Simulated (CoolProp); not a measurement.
n-perfluorohexane at several states: Z from the reference equation and from simpler models built on Tc = 174.9 °C, pc = 1.742 MPa, ω = 0.497; each cubic takes its own stable root.

Model: reference Helmholtz-energy equation of state, Gao 2022, in CoolProp.

```csv
T (°C),p (MPa),phase,reference
63.15,3.67,liquid,0.2803
110.55,3.48,liquid,0.2587
167.45,1.39,gas,0.5579
161.55,1.46,liquid,0.1289
108.35,3.57,liquid,0.2652
14.55,0.992,liquid,0.08198
```

Task: How far does each simpler model (van der Waals, Peng-Robinson) lie from the reference over these 6 states: mean and median of the absolute difference, and the worst?

Result: 
- van der Waals: mean 108.3 %, median 68.3 %, worst +352.4 % at 161.55 °C and 1.46 MPa
- Peng-Robinson: mean 4.8 %, median 2.4 %, worst +18.9 % at 161.55 °C and 1.46 MPa

At some of these states van der Waals gives the other phase, because its saturation line lies elsewhere.
